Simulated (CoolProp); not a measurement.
Properties of octamethylcyclotetrasiloxane (D4) at several states.

Values from CoolProp's reference Helmholtz-energy equation of state, Thol 2015.

```json
[
 {"T (K)": "552.7", "p (MPa)": "0.586", "phase": "gas", "density (kg/m³)": "49.35", "cp (kJ/(kg K))": "2.017", "cv (kJ/(kg K))": "…", "isothermal compressibility (1/MPa)": "2.377"},
 {"T (K)": "298.9", "p (MPa)": "0.0243", "phase": "liquid", "density (kg/m³)": "949.9", "cp (kJ/(kg K))": "1.672", "cv (kJ/(kg K))": "…", "isothermal compressibility (1/MPa)": "0.001534"},
 {"T (K)": "434.3", "p (MPa)": "0.0897", "phase": "liquid", "density (kg/m³)": "785.6", "cp (kJ/(kg K))": "1.959", "cv (kJ/(kg K))": "1.679", "isothermal compressibility (1/MPa)": "…"},
 {"T (K)": "353.4", "p (MPa)": "0.0254", "phase": "liquid", "density (kg/m³)": "886.8", "cp (kJ/(kg K))": "1.773", "cv (kJ/(kg K))": "1.487", "isothermal compressibility (1/MPa)": "…"},
 {"T (K)": "421.3", "p (MPa)": "0.0193", "phase": "gas", "density (kg/m³)": "1.663", "cp (kJ/(kg K))": "1.610", "cv (kJ/(kg K))": "1.579", "isothermal compressibility (1/MPa)": "52.75"}
]
```

Q: Fill in the missing entries.

A: 
- 552.7, cv (kJ/(kg K)): 1.912
- 298.9, cv (kJ/(kg K)): 1.376
- 434.3, isothermal compressibility (1/MPa): 0.005890
- 353.4, isothermal compressibility (1/MPa): 0.002473
